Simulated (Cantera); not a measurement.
A diamond (100) surface in a fixed gas of H2 with x(CH4) = 0.0046, x(H) = 0.02, x(CH3) = 0.00041, 0.0148 atm; coverages are run to steady state.

Cantera simulation using the Harris–Goodwin 1993 mechanism for the reconstructed diamond (100) surface; the numbers are that mechanism's predictions, not measurements.

θ: site fractions in the mechanism's names (c6HH fully hydrogenated, c6H* and c6*H radical sites, c6** diradical, c6HM methylated).

```
T (K)  growth (µm/h)  θ c6HH  θ c6H*  θ c6*H   θ c6**    θ c6HM
-----  -------------  ------  ------  ------  -------  --------
900             1.89   0.677  0.0103   0.287  0.00429    0.0169
950             2.49   0.632  0.0139   0.330  0.00658    0.0135
1000            3.12   0.588  0.0181   0.370  0.00962    0.0107
1050            3.63   0.546  0.0227   0.406   0.0135   0.00820
1100            3.75   0.507  0.0277   0.438   0.0183   0.00573
1150            3.24   0.471  0.0330   0.467   0.0240   0.00339
1200             ___   0.437     ___   0.491      ___       ___
1250            1.76   0.406  0.0439   0.511   0.0381  0.000711
1300            1.47   0.377     ___   0.526      ___       ___
1350            1.42   0.351  0.0546   0.538   0.0553  0.000116
1400            1.41   0.328  0.0598   0.547   0.0650   4.63e-5
```

Complete the blanks.


- 1200, growth (µm/h): 2.41
- 1200, θ c6H*: 0.0384
- 1200, θ c6**: 0.0306
- 1200, θ c6HM: 0.00166
- 1300, θ c6H*: 0.0493
- 1300, θ c6**: 0.0463
- 1300, θ c6HM: 0.000289
